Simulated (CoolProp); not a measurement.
Vapour-liquid equilibrium of n-butane (1) + cis-2-butene (2) at 31.25 °C; x and y are mole fractions of (1).

The numbers come from the multi-fluid Helmholtz-energy mixture model, Bücker 2006 and Lemmon 2005; pair parameters Bell 2016 in CoolProp.

```
x     bubble pressure (MPa)  y at the bubble point  dew pressure at overall composition x (MPa)  liquid density (mol/L)
----  ---------------------  ---------------------  -------------------------------------------  ----------------------
0.05                 0.2632                  0.060                                       0.2627                   10.77
0.15                 0.2687                  0.172                                       0.2676                   10.65
0.25                 0.2733                  0.278                                       0.2721                   10.53
0.35                 0.2774                  0.379                                       0.2763                   10.41
0.45                 0.2809                  0.477                                       0.2800                   10.30
0.55                 0.2840                  0.574                                       0.2833                   10.19
0.65                 0.2867                  0.669                                       0.2862                   10.08
0.75                 0.2891                  0.764                                       0.2888                   9.980
0.85                 0.2913                  0.858                                       0.2911                   9.878
0.95                 0.2932                  0.953                                       0.2932                   9.778
```

No azeotrope shows between x = 0.05 and 0.95.

The pair parameters rest on a limited set of measurements; away from them the model extrapolates.
